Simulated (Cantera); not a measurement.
## Equilibrium for iron carbonyl, mercury and lead vapours: HgO + O₂ + H₂

Feed: 1 mol HgO, 0.027 mol O₂, 0.19 mol H₂, at 10000 Pa.

These are equilibrium values from Cantera (NASA tables, ideal gas, pure condensed phases), not measurements of a reactor. Candidate condensed phases: H₂O, Hg, HgO; 10 gas species. Rates play no part.

| T (K) | x Hg | x H₂O | x O₂ | x OH | x O | n HgO(s) |
|---|---|---|---|---|---|---|
| 575 | 0.420 | 0.577 | 0.00353 | <1e-12 | <1e-12 | 0.862 |
| 650 | 0.617 | 0.117 | 0.266 | 6.46e-12 | <1e-12 | 0 |
| 725 | 0.617 | 0.117 | 0.266 | 1.43e-10 | <1e-12 | 0 |
| 800 | 0.617 | 0.117 | 0.266 | 1.78e-9 | <1e-12 | 0 |
| 875 | 0.617 | 0.117 | 0.266 | 1.44e-8 | 3.35e-12 | 0 |
| 950 | 0.617 | 0.117 | 0.266 | 8.40e-8 | 5.19e-11 | 0 |
| 1025 | 0.617 | 0.117 | 0.266 | 3.78e-7 | 5.39e-10 | 0 |
| 1100 | 0.617 | 0.117 | 0.266 | 1.39e-6 | 4.07e-9 | 0 |
| 1175 | 0.617 | 0.117 | 0.266 | 4.32e-6 | 2.38e-8 | 0 |
| 1250 | 0.617 | 0.117 | 0.266 | 1.17e-5 | 1.13e-7 | 0 |
x: gas mole fraction; n: condensed amount in mol.

At 575 K the condensed part is HgO(s). From 650 K to 1250 K nothing is condensed. The main Hg-bearing gas is Hg throughout.
